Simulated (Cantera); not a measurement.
Input: 1 mol NF3, 0.57 mol SO2, 7.3 mol N2, at 2475 °C and 75.0 Torr.

These are equilibrium values from Cantera (NASA tables, ideal gas, pure condensed phases), not measurements of a reactor. Candidate condensed phases: S; 35 gas species. Equilibrium is a limit: real reactors are often held back by kinetics, nucleation or transport.

Base state: N2 0.670, F 0.258, SO2 0.0245, SO 0.0201, O 0.0111, O2 0.00632, NO 0.00547, S 0.00375 (mole fractions); condensed: gas only.

Problem. What changes in the equilibrium state with this change: pressure from 75.0 Torr to 1 atm?

Solution. 
```
species   before     after
-------  -------  --------
N2         0.670     0.679
F          0.258     0.259
SO2       0.0245    0.0359
SO        0.0201    0.0110
O         0.0111   0.00294
SOF2     4.01e-6  0.000226
SF2      3.48e-5  0.000731
F2       1.93e-6   1.97e-5
S        0.00375  0.000762
```
The tables' values for SOF2 are old estimates; treat these amounts as uncertain.

Problem. What changes in the equilibrium state with this change: 1 mol H2O added?

Solution. 
```json
[
 {"species": "N2", "before": "0.670", "after": "0.638"},
 {"species": "HF", "before": "0", "after": "0.164"},
 {"species": "F", "before": "0.258", "after": "0.0832"},
 {"species": "O2", "before": "0.00632", "after": "0.0305"},
 {"species": "O", "before": "0.0111", "after": "0.0244"},
 {"species": "NO", "before": "0.00547", "after": "0.0117"},
 {"species": "SO", "before": "0.0201", "after": "0.0125"},
 {"species": "SO2", "before": "0.0245", "after": "0.0334"},
 {"species": "H", "before": "0", "after": "0.000344"},
 {"species": "OH", "before": "0", "after": "0.000286"},
 {"species": "SF2", "before": "3.48e-5", "after": "1.02e-6"}
]
```
Further candidate phases: H2O, H2SO4.
